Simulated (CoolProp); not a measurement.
n-decane at 298.15 K and 1.09 MPa flows at 0.072 m/s in a round tube of 10 mm bore and 15 µm roughness, fully developed (64/Re and Nu = 3.66 if laminar; Colebrook and Gnielinski if turbulent). Each further row changes one setting.

Model: reference Helmholtz-energy equation of state, Lemmon 2006, in CoolProp. It is a short technical equation, of lower accuracy than the large ones.

```json
[
 {"case": "as stated", "Reynolds number": "610", "Darcy friction factor": "0.105", "pressure drop (Pa/m)": "19.8", "heat-transfer coefficient (W/(m² K))": "47.5", "mass flow (kg/h)": "14.8"},
 {"case": "velocity 0.144 m/s", "Reynolds number": "1220", "Darcy friction factor": "0.0524", "pressure drop (Pa/m)": "39.5", "heat-transfer coefficient (W/(m² K))": "47.5", "mass flow (kg/h)": "29.6"},
 {"case": "diameter 20 mm", "Reynolds number": "1220", "Darcy friction factor": "0.0524", "pressure drop (Pa/m)": "4.94", "heat-transfer coefficient (W/(m² K))": "23.8", "mass flow (kg/h)": "59.2"}
]
```

Viscosity comes from a separate model (Huber 2004). Thermal conductivity comes from a separate model (Huber 2005).
